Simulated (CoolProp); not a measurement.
Saturated liquid density (kg/m³) of trans-2-butene: the reference equation beside estimates from Tc = 428.6 K, pc = 40.19 bar, ω = 0.210. Rackett uses Z = 0.29056 − 0.08775 ω.

Values from CoolProp's reference Helmholtz-energy equation of state, Lemmon 2005. It is a short technical equation, of lower accuracy than the large ones.

```tsv
T (K)	reference	Rackett	van der Waals	Redlich-Kwong	Peng-Robinson
194.9	709.7	694.7	425.0	632.5	718.9
216.4	687.8	674.3	413.7	614.1	701.7
237.9	665.5	653.1	401.6	593.9	682.5
259.4	642.6	630.8	388.7	571.8	660.9
280.9	618.7	607.3	374.7	547.4	636.5
302.4	593.4	582.2	359.4	520.5	608.7
323.9	566.2	555.1	342.6	490.5	576.7
345.5	536.0	525.1	323.7	456.5	538.9
367	501.7	491.2	302.0	417.4	493.8
```

Absolute difference from the reference over all 9 rows, mean and median: Rackett 2.0 and 2.0 %, van der Waals 39.7 and 39.6 %, Redlich-Kwong 12.5 and 11.5 %, Peng-Robinson 2.0 and 2.0 %.
